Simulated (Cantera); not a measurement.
Dilute partial oxidation

A perfectly stirred reactor is fed with CH3OH : O2 : N2 = 0.0092 : 0.011 : 1 (molar parts), at 18.8 atm; it is held at 1050 K, and followed from long to short residence time.

Computed with Cantera and GRI-Mech 3.0 (53 species, 325 reactions). GRI-Mech 3.0 was tuned for natural gas; its chemistry of methanol as a main component is partial and can be far from experiment. The pressure lies above the range GRI-Mech 3.0 was tuned for (to about 10 atm).

```
τ (s)    x CH3OH      x O2   x HCN     x CH2   x CH2CO     x H2
------  --------  --------  ------  --------  --------  -------
17       1.45e-5   6.31e-5  <1e-12    <1e-12  7.38e-10  0.00343
7.5      2.83e-5  0.000117  <1e-12    <1e-12   1.24e-9  0.00326
3.4      5.06e-5  0.000204  <1e-12    <1e-12   1.86e-9  0.00306
1.5      8.69e-5  0.000358  <1e-12    <1e-12   2.53e-9  0.00286
0.69    0.000140  0.000605  <1e-12    <1e-12   3.10e-9  0.00273
0.31    0.000224   0.00102  <1e-12    <1e-12   3.68e-9  0.00272
0.14    0.000357   0.00162  <1e-12    <1e-12   4.43e-9  0.00285
0.063   0.000574   0.00243  <1e-12  1.28e-12   5.61e-9  0.00310
0.029   0.000924   0.00339  <1e-12  2.11e-12   7.17e-9  0.00337
0.013    0.00153   0.00453  <1e-12  3.59e-12   8.69e-9  0.00349
0.0058   0.00260   0.00588  <1e-12  5.52e-12   8.28e-9  0.00320
```
x: mole fraction; the columns are a selection and need not sum to one.
